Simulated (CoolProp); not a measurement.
The numbers come from the reference Helmholtz-energy equation of state, Lemmon 2006 in CoolProp. It is a short technical equation, of lower accuracy than the large ones.

**Question.** Give the vapour pressure (bar), liquid density (kg/m³), vapour Z of saturated acetone at 358.2, 411, 446.2 K.

**Answer.** 
| T (K) | p (bar) | liquid density (kg/m³) | vapour Z |
|---|---|---|---|
| 358.2 | 2.49 | 713 | 0.911 |
| 411 | 8.93 | 639 | 0.804 |
| 446.2 | 17.5 | 577 | 0.696 |
